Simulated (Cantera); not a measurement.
Mixture: 5.38 % CH4, 1.24 % CO, 19.6 % O2, 73.7 % N2, equivalence ratio 0.58, at 10.0 bar, adiabatic and at constant volume. Ignition delay is the time to a rise of 400 K.

Cantera simulation using GRI-Mech 3.0 (53 species, 325 reactions); the numbers are that mechanism's predictions, not measurements.

Q: Predict: delay at 1175 K; delay at 1275 K; delay at 1375 K; delay at 1475 K; delay at 1575 K; delay at 1675 K; delay at 1775 K; apparent activation energy between 1575 and 1775 K.

A: delay at 1175 K: 5.92 ms
delay at 1275 K: 1.62 ms
delay at 1375 K: 0.516 ms
delay at 1475 K: 0.187 ms
delay at 1575 K: 75.2 µs
delay at 1675 K: 33.7 µs
delay at 1775 K: 16.6 µs
apparent activation energy between 1575 and 1775 K: 180 kJ/mol
